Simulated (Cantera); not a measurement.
Standard-state values (1 bar) from the NASA 1993 polynomials, evaluated with Cantera. Values are per mole of reaction as written; species without (g) are pure solids or liquids, kept so even where they would boil at 1 bar.

Q: Between 1448 and 1948 K, where is each reaction favourable under standard conditions?
- 3 Ti₂O₃ = 2 TiO(g) + Ti₄O₇

A: 
- 3 Ti₂O₃ = 2 TiO(g) + Ti₄O₇: ΔG° is 709 kJ at 1448 K and 548 kJ at 1948 K; it stays positive (K < 1). ΔH° is 1157 kJ and ΔS° 313 J/K at 1948 K.
